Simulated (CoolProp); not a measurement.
Vapour-liquid equilibrium of dimethyl ether (1) + methanol (2) at 90.05 °C; x and y are mole fractions of (1).

Values from CoolProp's multi-fluid Helmholtz-energy mixture model, Wu 2011 and de Reuck 1993; pair parameters Bell 2016.

| x | bubble pressure, mixture model (MPa) | bubble pressure, Raoult's law (MPa) | y, mixture model | y, Raoult's law |
|---|---|---|---|---|
| 0.05 | 0.4597 | 0.3795 | 0.448 | 0.359 |
| 0.2 | 0.9836 | 0.7496 | 0.754 | 0.727 |
| 0.35 | 1.381 | 1.120 | 0.835 | 0.851 |
| 0.5 | 1.689 | 1.490 | 0.876 | 0.914 |
| 0.65 | 1.959 | 1.860 | 0.907 | 0.952 |
| 0.8 | 2.242 | 2.230 | 0.940 | 0.977 |
| 0.95 | 2.586 | 2.600 | 0.982 | 0.995 |

The largest gap from Raoult's law is +31.2 % in bubble pressure, at x = 0.2. No azeotrope shows between x = 0.05 and 0.95.

The pair parameters rest on a limited set of measurements; away from them the model extrapolates. The gap from Raoult's law changes sign with composition, which may be real or a fault of the pair parameters; it wasn't checked against measurements.
